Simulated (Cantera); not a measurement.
What does this Cantera script print?

```python
import numpy as np
import cantera as ct

gas_names = """
    AL ALCL ALCL2 ALCL3 ALH AL2 AL2CL6 CL CL2 H HCL H2
""".split()
cond_names = """
    AL(cr) AL(L) ALCL3(s) ALCL3(L)
""".split()


# ... load() reads the species with a 1 bar reference pressure and builds the phases ...
atoms = {
    'Al': {'AL': 1},
    'HCl': {'H': 1, 'CL': 1},
    'H2': {'H': 2},
    'Cl2': {'CL': 2},
}
top_T = {}  # K; cautious upper limits of use, not melting points


# ... equilibrate(T, P, feed) seeds the gas with the atoms and calls Mixture.equilibrate('TP', solver="vcs", rtol=1e-11, max_steps=5000) ...
results = []
feed = {'Al': 1, 'HCl': 0.049, 'H2': 1.1, 'Cl2': 0.087}  # mol
T = 1425  # K
P = 1000  # Pa
mix = equilibrate(T, P, feed)
results.append((T, P, feed, dict(zip(mix.species_names, mix.species_moles))))
x = sorted(zip(gas.X, gas.species_names), reverse=True)
print(f"T = {T:g} K  P = {P:g} Pa  gas = {mix.phase_moles(0):.4g} mol")
print("   x: " + "  ".join(f"{s} {v:.3e}" for v, s in x if v > 0.001))
print("   condensed (mol): " + ("  ".join(f"{mix.phase(i).name} {mix.phase_moles(i):.4g}"
      for i in range(1, mix.n_phases) if mix.phase_moles(i) > 1e-12) or "none"))
```

It prints:

```
T = 1425 K  P = 1000 Pa  gas = 1.348 mol
   x: H2 8.343e-01  ALCL 1.649e-01
   condensed (mol): AL(L) 0.7769
```

These are equilibrium values from Cantera (NASA tables, ideal gas, pure condensed phases), not measurements of a reactor. The tables' values for AlCl2 are old estimates; treat these amounts as uncertain.
